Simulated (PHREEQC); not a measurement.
Solution (20 °C): 0.0072 mol/kgw HF, 0.034 mol/kgw NH4F and 0.002 mol/kgw (NH4)2SiF6. Closed to the air; pH follows from the charge balance.

The numbers come from PHREEQC with the ion-association model, phreeqc.dat.

Each row changes one thing in this solution. No solid was allowed to form.

```tsv
case	pH	ionic strength (mol/kgw)	F- (mol/kgw)	HF (mol/kgw)	HF2- (mol/kgw)	NH3 (mol/kgw)	SI of Quartz (SiO2)
as made	3.78	0.0402	0.0334	0.00624	0.000767	7.38e-8	-4.86
HF from 0.0072 to 0.00792 mol/kgw	3.74	0.0402	0.0334	0.00686	0.000843	6.70e-8	-5.03
diluted 2-fold with water	3.80	0.0202	0.0170	0.00322	0.000201	4.05e-8	-3.39
0.014 mol/kgw NaOH added	5.81	0.0520	0.0512	8.76e-5	1.65e-5	7.66e-6	+1.30
(NH4)2SiF6 from 0.002 to 0.0018 mol/kgw	3.78	0.0396	0.0334	0.00624	0.000767	7.32e-8	-4.91
NH4F replaced by NH4Cl at the same molality	2.71	0.0423	0.00223	0.00489	4.02e-5	6.23e-9	-2.09
temperature from 20 to 60 °C	4.10	0.0401	0.0332	0.00621	0.000905	1.98e-6	-2.62
```

Species that the database lacks are ignored. Some of these states are supersaturated (in Quartz (slow to form), Chalcedony (slow to form), for instance). At this temperature some constants are extrapolated from 25 °C, and those without enthalpy data are left unchanged. SiF6-2 is the database's only silicon fluoride.
